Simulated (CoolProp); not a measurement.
Vapour pressure (bar) of ethylene: the reference equation beside estimates from Tc = 282.4 K, pc = 50.42 bar, ω = 0.087. Clausius-Clapeyron is anchored at 213.6 K with a constant enthalpy of vaporisation of 11.37 kJ/mol.

Computed with CoolProp (reference Helmholtz-energy equation of state, Smukala 2000).

| T (K) | reference | Lee-Kesler | Clausius-Clapeyron |
|---|---|---|---|
| 213.6 | 7.663 | 7.673 | 7.663 |
| 220 | 9.566 | … | 9.232 |
| 226.4 | 11.79 | 11.80 | 11.01 |
| 232.9 | … | 14.42 | … |
| 239.3 | 17.38 | 17.37 | … |
| 245.7 | … | 20.75 | 17.69 |
| 252.1 | 24.61 | 24.58 | 20.37 |
| 258.5 | 28.94 | … | … |

Problem. Fill in the missing entries.

Solution. 
- 220, Lee-Kesler: 9.578
- 232.9, reference: 14.41
- 232.9, Clausius-Clapeyron: 13.03
- 239.3, Clausius-Clapeyron: 15.24
- 245.7, reference: 20.77
- 258.5, Lee-Kesler: 28.91
- 258.5, Clausius-Clapeyron: 23.30

Absolute difference from the reference over all 8 rows, mean and median: Lee-Kesler 0.1 and 0.1 %, Clausius-Clapeyron 10.4 and 10.9 %.
